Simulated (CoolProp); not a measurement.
A simple Rankine cycle with water: condensing at 297.15 K, boiler at 0.563 MPa, turbine inlet 444.5 K, turbine efficiency 0.85, pump efficiency 0.6, no recuperator. Each further row changes one setting.

Model: reference Helmholtz-energy equation of state, Wagner 2002, in CoolProp.

```json
[
 {"case": "as stated", "thermal efficiency (%)": "23.8", "net work (kJ/kg)": "…", "heat in (kJ/kg)": "2690", "turbine exit temperature (K)": "297.1", "volume ratio over the turbine": "…"},
 {"case": "turbine inlet 464.5 K", "thermal efficiency (%)": "23.9", "net work (kJ/kg)": "653", "heat in (kJ/kg)": "2730", "turbine exit temperature (K)": "297.1", "volume ratio over the turbine": "…"},
 {"case": "condensing temperature 289.15 K", "thermal efficiency (%)": "25.2", "net work (kJ/kg)": "685", "heat in (kJ/kg)": "2720", "turbine exit temperature (K)": "289.1", "volume ratio over the turbine": "173"},
 {"case": "boiler pressure 0.394 MPa", "thermal efficiency (%)": "22.4", "net work (kJ/kg)": "…", "heat in (kJ/kg)": "…", "turbine exit temperature (K)": "297.1", "volume ratio over the turbine": "77.7"},
 {"case": "turbine efficiency 0.75", "thermal efficiency (%)": "…", "net work (kJ/kg)": "…", "heat in (kJ/kg)": "2690", "turbine exit temperature (K)": "297.1", "volume ratio over the turbine": "…"}
]
```

Task: Complete the blanks.

Result: 
- as stated, net work (kJ/kg): 640
- as stated, volume ratio over the turbine: 110
- turbine inlet 464.5 K, volume ratio over the turbine: 106
- boiler pressure 0.394 MPa, net work (kJ/kg): 603
- boiler pressure 0.394 MPa, heat in (kJ/kg): 2700
- turbine efficiency 0.75, thermal efficiency (%): 21.0
- turbine efficiency 0.75, net work (kJ/kg): 565
- turbine efficiency 0.75, volume ratio over the turbine: 114

The expansion ends wet for: as stated; turbine inlet 464.5 K; condensing temperature 289.15 K; boiler pressure 0.394 MPa; turbine efficiency 0.75.
